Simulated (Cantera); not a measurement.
# Adiabatic ignition

An adiabatic, constant-volume homogeneous reactor starts with CO : H2 : O2 : N2 = 1 : 1.4 : 0.6 : 2.26 (molar parts), equivalence ratio 2.0, at 1648 K and 10.0 bar.

Computed with Cantera and GRI-Mech 3.0 (53 species, 325 reactions). The hydrogen kinetics of GRI-Mech 3.0 are dated; newer H2 mechanisms differ, most at raised pressure. Above 3000 K some thermodynamic fits are extrapolated.

```
t (s)     T (K)  P (bar)   x CO    x H2     x O2     x H   x H2O2    x HO2
--------  -----  -------  -----  ------  -------  ------  -------  -------
4.00e-6    3215     17.7  0.166  0.0900  0.00210  0.0224  8.36e-7  5.53e-6
8.25e-6    3224     17.8  0.166  0.0903  0.00193  0.0215  8.06e-7  5.10e-6
1.70e-5    3219     17.7  0.166  0.0909  0.00184  0.0213  7.81e-7  4.89e-6
3.50e-5    3214     17.7  0.167  0.0915  0.00176  0.0211  7.55e-7  4.67e-6
7.22e-5    3211     17.7  0.167  0.0918  0.00172  0.0210  7.44e-7  4.57e-6
0.000149   3211     17.7  0.167  0.0918  0.00172  0.0210  7.43e-7  4.57e-6
0.000307   3211     17.7  0.167  0.0918  0.00172  0.0210  7.43e-7  4.57e-6
0.000632   3211     17.7  0.167  0.0918  0.00172  0.0210  7.43e-7  4.57e-6
0.00130    3211     17.7  0.167  0.0918  0.00172  0.0210  7.43e-7  4.57e-6
0.00269    3211     17.7  0.167  0.0918  0.00172  0.0210  7.43e-7  4.57e-6
0.00554    3211     17.7  0.167  0.0918  0.00172  0.0210  7.43e-7  4.57e-6
0.0114     3211     17.7  0.167  0.0918  0.00172  0.0210  7.43e-7  4.57e-6
0.0235     3211     17.7  0.167  0.0918  0.00172  0.0210  7.43e-7  4.57e-6
0.0485     3211     17.7  0.167  0.0918  0.00172  0.0210  7.43e-7  4.57e-6
0.100      3211     17.7  0.167  0.0918  0.00172  0.0210  7.43e-7  4.57e-6
```
x: mole fraction; the columns are a selection and need not sum to one.

```
Quantity                                                            Result
---------------------------------  ---------------------------------------
time of steepest temperature rise                                  1.06 µs
temperature at 0.100 s                                              3211 K
equilibrium temperature                                             3211 K
x(CO) at 0.100 s                       0.167 (gas-phase equilibrium 0.167)
x(H2) at 0.100 s                     0.0918 (gas-phase equilibrium 0.0918)
x(O2) at 0.100 s                   0.00172 (gas-phase equilibrium 0.00172)
```
